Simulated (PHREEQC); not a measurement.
Dissolve 0.011 mol Ni(NO3)2, 0.047 mol Na2SO4 and 0.104 mol NiCl2 per kg of water at 25 °C. Closed to the air; pH follows from the charge balance.

The numbers come from PHREEQC with the ion-association model, wateq4f.dat.

No solid was allowed to form.

Predict the pH, ionic strength.

pH 5.84; ionic strength 0.365 mol/kgw.

In which forms is Cl present?

Cl- 92 %, NiCl+ 4.8 %, NiCl2 3.0 % of the Cl.

Complexes and solids missing from the database can't appear.
